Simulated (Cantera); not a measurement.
A Cantera script and its output.

```python
import numpy as np
import cantera as ct

gas = ct.Solution("gri30.yaml")
gas.TPX = 800, 1600000, {'CH4': 1, 'C2H6': 0.98, 'O2': 7.76, 'N2': 25.6}
inlet = ct.Reservoir(gas, clone=True)
gas.equilibrate("HP")  # start burning
reactor = ct.IdealGasConstPressureReactor(gas, energy="on", clone=False)
exhaust = ct.Reservoir(gas, clone=True)
tau = [0.13, 0.052, 0.021, 0.0084, 0.0034, 0.0013, 0.00054, 0.00022, 8.7e-05, 3.5e-05][0]
for a, b in ((inlet, reactor), (reactor, exhaust)):
    ct.MassFlowController(a, b, mdot=lambda t: reactor.mass / tau)
net = ct.ReactorNet([reactor])
show = ['CH4', 'C2H6', 'O2', 'NO2', 'CH2O']

rows = []
print(f"{'tau/s':>10s}{'T/K':>9s}" + "".join(f"{s:>11s}" for s in show))
for tau in [0.13, 0.052, 0.021, 0.0084, 0.0034, 0.0013, 0.00054, 0.00022, 8.7e-05, 3.5e-05]:
    net.initial_time = 0.0
    net.advance(30 * tau)
    before = gas.X
    net.advance(40 * tau)
    drift = np.max(np.abs(gas.X - before) / (gas.X + 1e-9))
    rows.append([gas.T, *gas[show].X, drift])
    print(f"{tau:10.3e}{gas.T:9.1f}" + "".join(f"{x:11.3e}" for x in gas[show].X))
```

Result:

```
     tau/s      T/K        CH4       C2H6         O2        NO2       CH2O
 1.300e-01   2344.3  6.173e-08  7.994e-09  6.067e-02  1.783e-05  1.939e-08
 5.200e-02   2346.2  1.523e-07  1.975e-08  6.117e-02  1.560e-05  4.814e-08
 2.100e-02   2349.1  3.688e-07  4.802e-08  6.197e-02  1.206e-05  1.178e-07
 8.400e-03   2352.1  8.948e-07  1.173e-07  6.292e-02  7.878e-06  2.893e-07
 3.400e-03   2353.7  2.131e-06  2.834e-07  6.373e-02  4.466e-06  6.968e-07
 1.300e-03   2352.1  5.256e-06  7.228e-07  6.435e-02  2.281e-06  1.737e-06
 5.400e-04   2345.6  1.151e-05  1.681e-06  6.487e-02  1.303e-06  3.846e-06
 2.200e-04   2331.0  2.411e-05  3.889e-06  6.560e-02  8.421e-07  8.169e-06
 8.700e-05   2302.6  4.931e-05  9.005e-06  6.693e-02  5.937e-07  1.690e-05
 3.500e-05   2255.7  1.010e-04  2.053e-05  6.933e-02  4.005e-07  3.461e-05
```

Detailed kinetics in Cantera: GRI-Mech 3.0 (53 species, 325 reactions). The pressure lies above the range GRI-Mech 3.0 was tuned for (to about 10 atm).
